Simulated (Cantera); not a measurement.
What does this Cantera script print?

```python
import numpy as np
import cantera as ct

gas_names = """
    NO2 O3 VO2
""".split()
cond_names = """
    V2O3(s) V2O3(L) VN(s) V2O4(I) V2O4(II) V2O4(L) V2O5(s) V2O5(L) V(cr) V(L)
""".split()


# ... load() reads the species with a 1 bar reference pressure and builds the phases ...
species = {s.name: s for s in load("nasa_gas.yaml", gas_names) + load("nasa_condensed.yaml", cond_names)}
# Each term lists the table entries of one substance; the one whose range holds T is used.
reactions = {
    '3 V2O3 + 6 NO2(g) = 7 O3(g) + 6 VN':
        [(-3, ['V2O3(s)', 'V2O3(L)']), (-6, ['NO2']), (7, ['O3']), (6, ['VN(s)'])],
    '5 V2O4 = 4 V2O5 + 2 V':
        [(-5, ['V2O4(I)', 'V2O4(II)', 'V2O4(L)']), (4, ['V2O5(s)', 'V2O5(L)']), (2, ['V(cr)', 'V(L)'])],
    '3 VO2(g) + V = 2 V2O3':
        [(-3, ['VO2']), (-1, ['V(cr)', 'V(L)']), (2, ['V2O3(s)', 'V2O3(L)'])],
}


def pick(names, T):
    return next(species[n] for n in names if species[n].thermo.min_temp <= T <= species[n].thermo.max_temp)


results = []
for label, terms in reactions.items():
    print(label)
    print("     T/K   dH/kJ  dS/(J/K)   dG/kJ   log10 K")
    for T in [648, 723, 798, 873, 948, 1023, 1098]:
        used = [(nu, pick(names, T)) for nu, names in terms]
        dH = sum(nu * s.thermo.h(T) for nu, s in used) / 1e6
        dS = sum(nu * s.thermo.s(T) for nu, s in used) / 1e3
        dG = dH - T * dS / 1e3
        logK = -dG * 1e6 / (ct.gas_constant * T * np.log(10))
        results.append((label, T, dH, dS, dG, logK, [s.name for _, s in used]))
        print(f"{T:8g} {dH:8.1f} {dS:8.1f} {dG:8.1f} {logK:8.2f}")
```

Output:

```
3 V2O3 + 6 NO2(g) = 7 O3(g) + 6 VN
     T/K   dH/kJ  dS/(J/K)   dG/kJ   log10 K
     648   3132.1    140.8   3040.9  -245.12
     723   3130.9    139.0   3030.4  -218.93
     798   3129.7    137.5   3020.0  -197.68
     873   3128.5    136.0   3009.8  -180.08
     948   3127.2    134.6   2999.6  -165.27
    1023   3125.8    133.2   2989.6  -152.65
    1098   3124.1    131.5   2979.6  -141.75
5 V2O4 = 4 V2O5 + 2 V
     T/K   dH/kJ  dS/(J/K)   dG/kJ   log10 K
     648    883.2    -81.5    936.0   -75.45
     723    882.2    -83.0    942.2   -68.07
     798    881.3    -84.2    948.5   -62.08
     873    880.5    -85.1    954.8   -57.13
     948   1138.2    188.1    959.9   -52.89
    1023   1139.8    189.7    945.7   -48.29
    1098   1140.8    190.7    931.4   -44.31
3 VO2(g) + V = 2 V2O3
     T/K   dH/kJ  dS/(J/K)   dG/kJ   log10 K
     648  -1716.3   -577.3  -1342.2   108.19
     723  -1710.9   -569.5  -1299.2    93.86
     798  -1705.4   -562.3  -1256.7    82.26
     873  -1699.9   -555.7  -1214.8    72.68
     948  -1694.3   -549.5  -1173.4    64.65
    1023  -1688.4   -543.5  -1132.4    57.82
    1098  -1682.3   -537.8  -1091.8    51.94
```

Source: NASA polynomial tables (part measured, part estimated), evaluated in Cantera. VN: taken at fixed stoichiometry. Condensed species are held in their standard states even where they would react or evaporate.
